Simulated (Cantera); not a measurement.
Input (Python, Cantera) and output of one run.

```python
import numpy as np
import cantera as ct

gas_names = [...]  # 136 gases of nasa_gas.yaml made of C, H, N, O
cond_names = """
    C(gr) C6H6(L) C7H8(L) C8H18(L),n-octa H2O(s) H2O(L)
""".split()


# ... load() reads the species with a 1 bar reference pressure and builds the phases ...
atoms = {
    'CO': {'C': 1, 'O': 1},
    'H2': {'H': 2},
    'N2': {'N': 2},
}
top_T = {'C(gr)': 4500}  # K; cautious upper limits of use, not melting points


# ... equilibrate(T, P, feed) seeds the gas with the atoms and calls Mixture.equilibrate('TP', solver="vcs", rtol=1e-11, max_steps=5000) ...
results = []
feed = {'CO': 1, 'H2': 32, 'N2': 9.5}  # mol
T = 1550  # K
for P in [10, 46, 220, 1000, 4600, 22000, 100000, 460000, 2200000, 10000000]:
    mix = equilibrate(T, P, feed)
    results.append((T, P, feed, dict(zip(mix.species_names, mix.species_moles))))
    x = sorted(zip(gas.X, gas.species_names), reverse=True)
    print(f"T = {T:g} K  P = {P:g} Pa  gas = {mix.phase_moles(0):.4g} mol")
    print("   x: " + "  ".join(f"{s} {v:.3e}" for v, s in x if v > 1e-06))
    print("   condensed (mol): " + ("  ".join(f"{mix.phase(i).name} {mix.phase_moles(i):.4g}"
          for i in range(1, mix.n_phases) if mix.phase_moles(i) > 1e-12) or "none"))
```

It prints:

```
T = 1550 K  P = 10 Pa  gas = 42.56 mol
   x: H2 7.505e-01  N2 2.232e-01  CO 2.350e-02  H 2.729e-03  H2O 1.145e-06  HCN 1.135e-06
   condensed (mol): none
T = 1550 K  P = 46 Pa  gas = 42.53 mol
   x: H2 7.518e-01  N2 2.234e-01  CO 2.351e-02  H 1.273e-03  H2O 2.462e-06  HCN 2.439e-06
   condensed (mol): none
T = 1550 K  P = 220 Pa  gas = 42.51 mol
   x: H2 7.524e-01  N2 2.235e-01  CO 2.352e-02  H 5.825e-04  H2O 5.397e-06  HCN 5.328e-06
   condensed (mol): none
T = 1550 K  P = 1000 Pa  gas = 42.51 mol
   x: H2 7.527e-01  N2 2.235e-01  CO 2.351e-02  H 2.732e-04  H2O 1.160e-05  HCN 1.128e-05
   condensed (mol): none
T = 1550 K  P = 4600 Pa  gas = 42.5 mol
   x: H2 7.528e-01  N2 2.235e-01  CO 2.350e-02  H 1.274e-04  H2O 2.568e-05  HCN 2.342e-05  CH4 2.035e-06
   condensed (mol): none
T = 1550 K  P = 22000 Pa  gas = 42.5 mol
   x: H2 7.528e-01  N2 2.235e-01  CO 2.347e-02  H2O 6.393e-05  H 5.826e-05  HCN 4.492e-05  CH4 1.867e-05  NH3 3.637e-06
   condensed (mol): none
T = 1550 K  P = 100000 Pa  gas = 42.49 mol
   x: H2 7.527e-01  N2 2.236e-01  CO 2.334e-02  H2O 1.934e-04  CH4 1.267e-04  HCN 6.711e-05  H 2.732e-05  NH3 1.653e-05  CO2 2.145e-06  HNC 1.325e-06
   condensed (mol): none
T = 1550 K  P = 460000 Pa  gas = 42.44 mol
   x: H2 7.518e-01  N2 2.238e-01  CO 2.280e-02  H2O 7.477e-04  CH4 6.754e-04  HCN 7.793e-05  NH3 7.593e-05  H 1.273e-05  CO2 8.108e-06  HNC 1.539e-06
   condensed (mol): none
T = 1550 K  P = 2.2e+06 Pa  gas = 42.21 mol
   x: H2 7.479e-01  N2 2.248e-01  CO 2.041e-02  H2O 3.216e-03  CH4 3.166e-03  NH3 3.612e-04  HCN 7.716e-05  CO2 3.138e-05  H 5.807e-06  HNC 1.524e-06
   condensed (mol): none
T = 1550 K  P = 1e+07 Pa  gas = 41.5 mol
   x: H2 7.350e-01  N2 2.281e-01  CO 1.278e-02  CH4 1.118e-02  H2O 1.118e-02  NH3 1.611e-03  CO2 6.948e-05  HCN 6.196e-05  H 2.700e-06  C2H4 1.576e-06  HNC 1.224e-06
   condensed (mol): none
```

These are equilibrium values from Cantera (NASA tables, ideal gas, pure condensed phases), not measurements of a reactor. The ideal-gas law is rough above about 30 bar.
